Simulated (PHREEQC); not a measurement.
Consider water at 20 °C with 0.21 mol HF, 0.017 mol NH4F and 6.6e-05 mol H3PO4 per kg of water. Closed to the air; pH follows from the charge balance.

Equilibrium calculation in PHREEQC: ion-association model, phreeqc.dat.

This is a speciation only: nothing precipitates in the calculation.

Q: Order these F species by the share of F that they hold, largest first: F-, HF2-, HF.

A: HF (83 %), HF2- (10 %), F- (7.3 %)

The pH is 2.01 and the ionic strength 0.0281 mol/kgw.
